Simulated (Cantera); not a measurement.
Charge: 1 mol Al, 60 mol N2, 85 mol H2, held at 577 °C and 1.00 Torr.

Cantera equilibrium calculation (NASA polynomials, part measured and part estimated; ideal gas, pure solids and liquids). Candidate condensed phases: Al, AlN; 13 gas species. Equilibrium is a limit: real reactors are often held back by kinetics, nucleation or transport.

Base state: H2 0.588, N2 0.412 (mole fractions); condensed: AlN(s).

Q: What changes in the equilibrium state with this change: Al replaced by Al(CH3)3?

A: 
| species | before | after |
|---|---|---|
| H2 | 0.588 | 0.600 |
| N2 | 0.412 | 0.399 |
| CH4 | 0 | 0.000299 |
| AlN(s), mol | 1.00 | 1.00 |
| C(graphite), mol | 0 | 2.96 |
The feed counts by its element totals alone. Further candidate phases: C, C6H6, C7H8, C8H18.
